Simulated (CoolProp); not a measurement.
Ammonia along the isobar 15700 kPa: Z from the reference equation and from simpler models built on Tc = 132.4 °C, pc = 11360 kPa, ω = 0.256; each cubic takes its own stable root.

The numbers come from the reference Helmholtz-energy equation of state, Gao 2020 in CoolProp.

| T (°C) | phase | reference | Redlich-Kwong | Peng-Robinson |
|---|---|---|---|---|
| 129.35 | liquid | 0.1964 | 0.2686 | 0.2402 |
| 148.35 | supercritical | 0.2644 | 0.3317 | 0.3313 |
| 167.35 | supercritical | 0.4879 | 0.4896 | 0.5136 |
| 186.45 | supercritical | 0.6075 | 0.6025 | 0.6209 |
| 205.45 | supercritical | 0.6829 | 0.6735 | 0.6913 |
| 224.45 | supercritical | 0.7375 | 0.7249 | 0.7433 |
| 243.55 | supercritical | 0.7797 | 0.7646 | 0.7841 |
| 262.55 | supercritical | 0.8131 | 0.7963 | 0.8169 |
| 281.55 | supercritical | 0.8403 | 0.8224 | 0.8439 |
| 300.65 | supercritical | 0.8630 | 0.8443 | 0.8667 |
| 319.65 | supercritical | 0.8819 | 0.8628 | 0.8859 |
| 338.65 | supercritical | 0.8980 | 0.8787 | 0.9024 |
